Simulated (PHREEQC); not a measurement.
# Buffer: speciation

Consider water at 9 °C with 0.11 mol H3PO4, 0.00089 mol Na2HPO4 and 0.032 mol NaCl per kg of water. Closed to the air; pH follows from the charge balance.

Equilibrium calculation in PHREEQC: ion-association model, phreeqc.dat.

- pH = 1.59
- ionic strength = 0.0639 mol/kgw
- specific conductance = 8940 µS/cm
- density = 1.007 g/cm³
- total alkalinity = -109 meq/kg

```csv
species,molality,activity,log γ
H3PO4,0.0790,0.0802,0.006
Na+,0.0338,0.0275,-0.089
Cl-,0.0320,0.0257,-0.096
H2PO4-,0.0319,0.0261,-0.087
H+,0.0301,0.0255,-0.072
HPO4-2,1.31e-7,5.78e-8,-0.356
NaHPO4-,3.79e-9,3.10e-9,-0.087
```

This is a speciation only: nothing precipitates in the calculation. Constants without temperature data keep their 25 °C values here.
